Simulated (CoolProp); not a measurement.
Tetradecamethylhexasiloxane (MD4M) at several states: fugacity coefficient from the reference equation and from simpler models built on Tc = 653.2 K, pc = 0.8286 MPa, ω = 0.800; each cubic takes its own stable root.

Values from CoolProp's reference Helmholtz-energy equation of state, Thol 2019.

| T (K) | p (MPa) | phase | reference | van der Waals | Redlich-Kwong | Soave-Redlich-Kwong |
|---|---|---|---|---|---|---|
| 432.8 | 3.21 | liquid | 0.002865 | (withheld) | 0.02522 | (withheld) |
| 489.1 | 1.01 | liquid | 0.03798 | 0.2402 | 0.1309 | (withheld) |
| 333.7 | 2.1 | liquid | (withheld) | (withheld) | 0.001973 | (withheld) |
| 478.4 | 0.849 | liquid | 0.03287 | (withheld) | 0.1291 | (withheld) |

Some entries are withheld; supply them.


- 432.8, van der Waals: 0.08530
- 432.8, Soave-Redlich-Kwong: 0.003142
- 489.1, Soave-Redlich-Kwong: 0.03910
- 333.7, reference: 1.431e-5
- 333.7, van der Waals: 0.02535
- 333.7, Soave-Redlich-Kwong: 2.107e-5
- 478.4, van der Waals: 0.2498
- 478.4, Soave-Redlich-Kwong: 0.03372
